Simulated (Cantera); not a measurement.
Mixture: CH4 : H2 : O2 : N2 : H2O = 1 : 0.05 : 0.964 : 3.63 : 1.5 (molar parts), at 23.0 bar, adiabatic and at constant pressure. Ignition delay is the time to a rise of 400 K.

Model: GRI-Mech 3.0 (53 species, 325 reactions), integrated in Cantera. The pressure lies above the range GRI-Mech 3.0 was tuned for (to about 10 atm).

Predict: delay at 1200 K; delay at 1275 K; delay at 1350 K; delay at 1425 K; delay at 1500 K; delay at 1575 K; apparent activation energy between 1425 and 1575 K.

delay at 1200 K: 1.04 ms
delay at 1275 K: 0.584 ms
delay at 1350 K: 0.345 ms
delay at 1425 K: 0.205 ms
delay at 1500 K: 0.120 ms
delay at 1575 K: 68.3 µs
apparent activation energy between 1425 and 1575 K: 140 kJ/mol
